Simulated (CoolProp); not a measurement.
A single-stage vapour-compression cycle with isobutene: evaporating at 296.15 K (dew point), condensing at 354.15 K (bubble point), superheat 5 K, subcooling 2 K, compressor efficiency 0.85, no pressure losses. Each further row changes one setting.

Model: reference Helmholtz-energy equation of state, Lemmon 2005, in CoolProp. It is a short technical equation, of lower accuracy than the large ones.

```csv
case,cooling COP,pressure ratio,discharge temperature (K),refrigerating effect (kJ/kg),volumetric capacity (kJ/m³)
as stated,3.16,4.36,358.8,227,1590
evaporating temperature 301.15 K,3.62,3.75,358.5,___,___
condensing temperature 349.15 K,___,___,354.1,241,1680
subcooling 7 K,___,4.36,358.8,241,1680
superheat 15 K,___,4.36,368.2,244,___
compressor efficiency 0.75,2.79,4.36,___,227,1590
```

Question: Fill in the missing entries.

Answer: 
- evaporating temperature 301.15 K, refrigerating effect (kJ/kg): 233
- evaporating temperature 301.15 K, volumetric capacity (kJ/m³): 1880
- condensing temperature 349.15 K, cooling COP: 3.61
- condensing temperature 349.15 K, pressure ratio: 3.92
- subcooling 7 K, cooling COP: 3.36
- superheat 15 K, cooling COP: 3.25
- superheat 15 K, volumetric capacity (kJ/m³): 1640
- compressor efficiency 0.75, discharge temperature (K): 363.1
